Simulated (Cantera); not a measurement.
Input: 1 mol Al, 0.76 mol HCl, 9.7 mol H₂, at 10000 Pa.

Equilibrium computed with Cantera from the NASA thermochemical tables; the gas is ideal and each condensed phase is pure. Candidate condensed phases: Al, AlCl₃; 12 gas species. Rates play no part.

### Question
What share of the Al ends up in condensed phases as a function of T (K), at 775, 875, 975, 1075, 1175, 1275, 1375, 1475, 1575, 1675, 1775, 1875, 1975, 2075?

### Answer
| T (K) | Al condensed (%) | as |
|---|---|---|
| 775 | 74.6 | Al(s) |
| 875 | 74.1 | Al(s) |
| 975 | 71.1 | Al(l) |
| 1075 | 60.8 | Al(l) |
| 1175 | 40.5 | Al(l) |
| 1275 | 27.5 | Al(l) |
| 1375 | 25.0 | Al(l) |
| 1475 | 24.3 | Al(l) |
| 1575 | 23.7 | Al(l) |
| 1675 | 21.9 | Al(l) |
| 1775 | 16.7 | Al(l) |
| 1875 | 2.1 | Al(l) |
| 1975 | 0.0 | - |
| 2075 | 0.0 | - |
